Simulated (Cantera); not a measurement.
Input (Python, Cantera):

```python
import numpy as np
import cantera as ct

gas = ct.Solution("gri30.yaml")
gas.TPX = 2200, 40000, {'CH4': 1, 'CO2': 0.89, 'H2': 0.06}
reactor = ct.IdealGasConstPressureReactor(gas, energy="off", clone=False)
net = ct.ReactorNet([reactor])
net.rtol, net.atol = 1e-08, 1e-18
show = ['CH4', 'CO2', 'H2', 'H2O', 'C2H4', 'CH2CO', 'CH2']
times = np.geomspace(6e-06, 20, 11)

steps = ct.SolutionArray(gas, extra=["t"])
rows = []
print(f"{'t/s':>10s}{'T/K':>9s}{'P/Pa':>11s}" + "".join(f"{s:>11s}" for s in show))
for t in times:
    while net.time < t:
        t_next = net.step()
        steps.append(gas.state, t=t_next)
    rows.append([np.interp(t, steps.t, y) for y in (steps.T, steps.P, *steps(*show).X.T)])
    print(f"{t:10.3e}{rows[-1][0]:9.1f}{rows[-1][1]:11.4g}" + "".join(f"{x:11.3e}" for x in rows[-1][2:]))
rate = np.gradient(steps.T, steps.t)
print("integrator steps:", len(steps.t))
if steps.T.max() > steps.T[0] + 200:
    print(f"time of steepest temperature rise: {steps.t[rate.argmax()]:.4e} s")
gas.TPX = 2200, 40000, {'CH4': 1, 'CO2': 0.89, 'H2': 0.06}
gas.equilibrate("TP")
print(f"equilibrium (TP): T = {gas.T:.1f} K  " + "  ".join(f"{s} {gas[s].X[0]:.3e}" for s in show))
```

Result:

```
       t/s      T/K       P/Pa        CH4        CO2         H2        H2O       C2H4      CH2CO        CH2
 6.000e-06   2200.0      4e+04  4.909e-01  4.521e-01  4.003e-02  3.275e-04  9.743e-04  7.400e-09  2.061e-05
 2.694e-05   2200.0      4e+04  3.324e-01  4.067e-01  1.574e-01  6.456e-03  2.805e-02  5.160e-06  1.030e-04
 1.210e-04   2200.0      4e+04  8.243e-02  2.451e-01  3.694e-01  6.574e-02  3.901e-03  1.246e-04  6.870e-05
 5.433e-04   2200.0      4e+04  1.167e-02  6.657e-02  3.280e-01  1.829e-01  2.270e-04  2.742e-04  4.914e-05
 2.440e-03   2200.0      4e+04  6.383e-03  2.109e-02  3.977e-01  1.163e-01  8.307e-05  1.034e-04  2.846e-05
 1.095e-02   2200.0      4e+04  2.665e-03  5.768e-03  4.822e-01  3.327e-02  2.316e-05  1.359e-05  1.073e-05
 4.919e-02   2200.0      4e+04  6.398e-04  5.021e-04  5.137e-01  2.943e-03  8.269e-06  9.926e-07  2.689e-06
 2.209e-01   2200.0      4e+04  9.497e-05  6.349e-07  5.171e-01  3.738e-06  7.143e-06  7.296e-08  4.055e-07
 9.919e-01   2200.0      4e+04  9.156e-05  2.776e-07  5.171e-01  1.639e-06  7.143e-06  7.004e-08  3.911e-07
 4.454e+00   2200.0      4e+04  9.156e-05  2.776e-07  5.171e-01  1.639e-06  7.143e-06  7.004e-08  3.911e-07
 2.000e+01   2200.0      4e+04  9.156e-05  2.776e-07  5.171e-01  1.639e-06  7.143e-06  7.004e-08  3.911e-07
integrator steps: 1697
equilibrium (TP): T = 2200.0 K  CH4 9.172e-05  CO2 2.786e-07  H2 5.171e-01  H2O 1.645e-06  C2H4 7.143e-06  CH2CO 7.016e-08  CH2 3.917e-07
```

Detailed kinetics in Cantera: GRI-Mech 3.0 (53 species, 325 reactions).
